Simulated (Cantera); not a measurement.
Input (Python, Cantera) and output of one run.

```python
import numpy as np
import cantera as ct

gas_names = """
    B BH BH2 BH3 BN B2 H H2 N NH NH2 NH3 N2 N2H2 N2H4
""".split()
cond_names = """
    B(b) B(L) BN(s)
""".split()


# ... load() reads the species with a 1 bar reference pressure and builds the phases ...
atoms = {
    'borazine': {'B': 3, 'N': 3, 'H': 6},
    'NH3': {'N': 1, 'H': 3},
}
top_T = {'BN(s)': 3200}  # K; cautious upper limits of use, not melting points


# ... equilibrate(T, P, feed) seeds the gas with the atoms and calls Mixture.equilibrate('TP', solver="vcs", rtol=1e-11, max_steps=5000) ...
results = []
feed = {'borazine': 1, 'NH3': 4.2}  # mol
T = 2323.15  # K
P = 133.322  # Pa
mix = equilibrate(T, P, feed)
results.append((T, P, feed, dict(zip(mix.species_names, mix.species_moles))))
x = sorted(zip(gas.X, gas.species_names), reverse=True)
print(f"T = {T:g} K  P = {P:g} Pa  gas = {mix.phase_moles(0):.4g} mol")
print("   x: " + "  ".join(f"{s} {v:.3e}" for v, s in x if v > 0.001))
print("   condensed (mol): " + ("  ".join(f"{mix.phase(i).name} {mix.phase_moles(i):.4g}"
      for i in range(1, mix.n_phases) if mix.phase_moles(i) > 1e-12) or "none"))
```

It prints:

```
T = 2323.15 K  P = 133.322 Pa  gas = 14.63 mol
   x: H2 5.259e-01  N2 2.459e-01  H 2.165e-01  B 1.013e-02  BH2 1.207e-03
   condensed (mol): B(b) 2.829
```

Equilibrium computed with Cantera from the NASA thermochemical tables; the gas is ideal and each condensed phase is pure. The feed counts by its element totals alone. The tables' values for BH2 are old estimates; treat these amounts as uncertain.
